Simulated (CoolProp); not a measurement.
Normal hydrogen at 298.15 K and 2.67 MPa flows at 3.2 m/s in a round tube of 10 mm bore and 0.25 µm roughness, fully developed (64/Re and Nu = 3.66 if laminar; Colebrook and Gnielinski if turbulent). Each further row changes one setting.

Values from CoolProp's reference Helmholtz-energy equation of state, Leachman 2009.

| case | Reynolds number | Darcy friction factor | pressure drop (Pa/m) | heat-transfer coefficient (W/(m² K)) | mass flow (kg/h) |
|---|---|---|---|---|---|
| as stated | 7670 | … | 36.3 | 436 | … |
| velocity 6.4 m/s | 15300 | 0.0277 | … | 767 | … |
| diameter 20 mm | 15300 | 0.0277 | … | … | 7.74 |

**Question.** What belongs in the gaps?

**Answer.** 
- as stated, Darcy friction factor: 0.0332
- as stated, mass flow (kg/h): 1.93
- velocity 6.4 m/s, pressure drop (Pa/m): 121
- velocity 6.4 m/s, mass flow (kg/h): 3.87
- diameter 20 mm, pressure drop (Pa/m): 15.1
- diameter 20 mm, heat-transfer coefficient (W/(m² K)): 383

Viscosity comes from a separate model (Muzny 2013). Thermal conductivity comes from a separate model (Assael 2011).
